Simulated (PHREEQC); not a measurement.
Ca(OH)2 is added in steps, without added water, to 1 kg of water holding 0.22 mol HF, 0.0015 mol H2SiF6, 0.0002 mol HBF4 and 0.28 mol HNO3, at 20 °C. O2 is buffered at 0.21 atm. No CO2 enters from the air. Only these solids could form: Fluorite, Portlandite, Quartz.

Base run: PHREEQC, ion-association model, wateq4f.dat. Each further column changes one thing. The table gives pH.

| Ca(OH)2 added (mol) | base | diluted 5-fold with water | 0.011 mol/kgw CsOH added | HBF4 from 0.0002 to 0.00022 mol/kgw |
|---|---|---|---|---|
| 0 | 0.65 | 1.31 | 0.67 | 0.65 |
| 0.02333 | 0.65 | 1.39 | 0.67 | 0.65 |
| 0.04667 | 0.66 | 2.17 | 0.67 | 0.66 |
| 0.07 | 0.66 | 12.49 | 0.68 | 0.66 |
| 0.09333 | 0.67 | 12.52 | 0.69 | 0.67 |
| 0.1167 | 0.71 | 12.52 | 0.73 | 0.71 |
| 0.14 | 0.78 | 12.52 | 0.80 | 0.78 |

wateq4f.dat counts part of the HF as a dimer, H2F2, which phreeqc.dat doesn't know; its constant is uncertain. SiF6-2 is the database's only silicon fluoride. Real BF4- forms and hydrolyses slowly; the run takes it at equilibrium.
